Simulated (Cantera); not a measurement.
An adiabatic, constant-volume homogeneous reactor starts with CH₄ : O₂ : N₂ = 1 : 2.22 : 8.36 (molar parts), equivalence ratio 0.90, at 1048 K and 5.00 bar. Integrator tolerance rtol = 1e-08.

Model: GRI-Mech 3.0 (53 species, 325 reactions), integrated in Cantera.

### Question
What does this change do: pressure from 5.00 bar to 1.40 bar?

### Answer
```
quantity                                                              before                                      after
---------------------------------  -----------------------------------------  -----------------------------------------
time of steepest temperature rise                                    77.7 ms                                    0.318 s
temperature at 5.00 s                                                 2840 K                                     2760 K
equilibrium temperature                                               2840 K                                     2760 K
x(CH₄) at 5.00 s                       <1e-12 (gas-phase equilibrium <1e-12)      <1e-12 (gas-phase equilibrium <1e-12)
x(O₂) at 5.00 s                        0.0223 (gas-phase equilibrium 0.0223)      0.0249 (gas-phase equilibrium 0.0249)
x(CH₂O) at 5.00 s                  8.17e-10 (gas-phase equilibrium 8.17e-10)  3.45e-10 (gas-phase equilibrium 3.45e-10)
x(CO₂) at 5.00 s                       0.0639 (gas-phase equilibrium 0.0639)      0.0593 (gas-phase equilibrium 0.0593)
x(C₂H₂) at 5.00 s                      <1e-12 (gas-phase equilibrium <1e-12)      <1e-12 (gas-phase equilibrium <1e-12)
x(HCN) at 5.00 s                     1.91e-9 (gas-phase equilibrium 1.91e-9)  9.44e-10 (gas-phase equilibrium 9.44e-10)
x(CO) at 5.00 s                        0.0207 (gas-phase equilibrium 0.0207)      0.0248 (gas-phase equilibrium 0.0248)
```

### Question
What does this change do: initial temperature 1048 to 1625 K?

### Answer
| quantity | before | after |
|---|---|---|
| time of steepest temperature rise | 77.7 ms | 97.4 µs |
| temperature at 5.00 s | 2840 K | 3043 K |
| equilibrium temperature | 2840 K | 3043 K |
| x(CH₄) at 5.00 s | <1e-12 (gas-phase equilibrium <1e-12) | <1e-12 (gas-phase equilibrium <1e-12) |
| x(O₂) at 5.00 s | 0.0223 (gas-phase equilibrium 0.0223) | 0.0271 (gas-phase equilibrium 0.0271) |
| x(CH₂O) at 5.00 s | 8.17e-10 (gas-phase equilibrium 8.17e-10) | 1.97e-9 (gas-phase equilibrium 1.97e-9) |
| x(CO₂) at 5.00 s | 0.0639 (gas-phase equilibrium 0.0639) | 0.0472 (gas-phase equilibrium 0.0472) |
| x(C₂H₂) at 5.00 s | <1e-12 (gas-phase equilibrium <1e-12) | <1e-12 (gas-phase equilibrium <1e-12) |
| x(HCN) at 5.00 s | 1.91e-9 (gas-phase equilibrium 1.91e-9) | 7.11e-9 (gas-phase equilibrium 7.11e-9) |
| x(CO) at 5.00 s | 0.0207 (gas-phase equilibrium 0.0207) | 0.0358 (gas-phase equilibrium 0.0358) |
Above 3000 K some thermodynamic fits are extrapolated.
